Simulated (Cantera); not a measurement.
A freely propagating, adiabatic, planar premixed flame of CH₄ : CO : O₂ : N₂ = 1 : 0.79 : 2.75 : 10.4 (molar parts), equivalence ratio 0.87, unburnt at 375 K and 0.908 atm; mixture-averaged transport, grid criteria slope 0.08 and curve 0.16, no radiation.

Detailed kinetics in Cantera: GRI-Mech 3.0 (53 species, 325 reactions). Burning velocities carry a grid error of a few per cent, more on coarse grids.

How do the results move with these cheaper or finer settings: unity-Lewis-number transport; multicomponent transport; multicomponent+Soret transport; grid criteria slope 0.5, curve 1; grid criteria slope 0.25, curve 0.5; grid criteria slope 0.03, curve 0.06?


```tsv
setting	laminar burning velocity	thermal thickness	peak x(HO₂)	peak x(C₂H₄)	grid points
as above	57.7 cm/s	0.443 mm	0.000170	0.000123	143
unity-Lewis-number transport	45.2 cm/s	0.477 mm	0.000136	9.62e-5	135
multicomponent transport	57.8 cm/s	0.448 mm	0.000168	0.000126	143
multicomponent+Soret transport	56.7 cm/s	0.451 mm	0.000165	0.000121	143
grid criteria slope 0.5, curve 1	62.6 cm/s	0.485 mm	0.000164	0.000124	42
grid criteria slope 0.25, curve 0.5	59.8 cm/s	0.457 mm	0.000167	0.000122	61
grid criteria slope 0.03, curve 0.06	56.8 cm/s	0.440 mm	0.000170	0.000124	349
```
The base run took very roughly 7 core-seconds.
Unity Lewis numbers drop preferential diffusion, which matters most where H2 and H carry the flame; Soret adds thermal diffusion.
